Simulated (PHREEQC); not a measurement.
Consider water at 20 °C with 0.45 mol CdSO4 and 0.00033 mol MnSO4 per kg of water. Closed to the air; pH follows from the charge balance.

Computed with PHREEQC (ion-association model, wateq4f.dat).

| Property | Result |
|---|---|
| pH | 5.65 |
| ionic strength | 0.695 mol/kgw |
| activity of water | 0.991 |

```csv
species,molality,activity,log γ
CdSO4,0.177,0.208,0.069
Cd+2,0.173,0.0551,-0.498
Cd(SO4)2-2,0.0996,0.0316,-0.498
SO4-2,0.0741,0.0135,-0.741
Mn+2,0.000231,5.31e-5,-0.639
MnSO4,9.85e-5,0.000116,0.069
Cd2OH+3,5.24e-6,3.97e-7,-1.120
HSO4-,4.10e-6,2.65e-6,-0.189
H+,2.99e-6,2.26e-6,-0.122
CdOH+,1.84e-6,1.38e-6,-0.124
OH-,4.90e-9,2.98e-9,-0.216
```

Precipitation was switched off in this run.
